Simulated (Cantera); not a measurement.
A perfectly stirred reactor is fed with 2.92 % CH₄, 2.07 % C₂H₆, 10.9 % O₂, 84.1 % N₂, at 86000 Pa; it is adiabatic with a 423 K inlet, and is followed from long to short residence time, starting on the burning branch (τ in s: 0.33, 0.13, 0.055, 0.023, 0.0094, 0.0039, 0.0016, 0.00066, 0.00027, 0.00011, 4.7e-05).

Model: GRI-Mech 3.0 (53 species, 325 reactions), integrated in Cantera.

Problem. Predict: blow-out, bracketed by the residence times tried; x(CH₄) at τ = 0.330 s; x(C₂H₆) at τ = 0.330 s; x(O₂) at τ = 0.330 s; x(CH₃) at τ = 0.330 s; x(C₂H₂) at τ = 0.330 s; x(CH₄) at τ = 3.90 ms; x(C₂H₆) at τ = 3.90 ms; x(O₂) at τ = 3.90 ms.

Solution. 
```json
{
 "blow_out_bracketed_by_the_residence_times_tried": "burning at 9.40 ms, out at 3.90 ms",
 "x(CH₄) at τ = 0.330 s": "0.000519",
 "x(C₂H₆) at τ = 0.330 s": "7.11e-6",
 "x(O₂) at τ = 0.330 s": "0.000543",
 "x(CH₃) at τ = 0.330 s": "5.45e-5",
 "x(C₂H₂) at τ = 0.330 s": "0.000504",
 "x(CH₄) at τ = 3.90 ms": "0.0292",
 "x(C₂H₆) at τ = 3.90 ms": "0.0207",
 "x(O₂) at τ = 3.90 ms": "0.109"
}
```
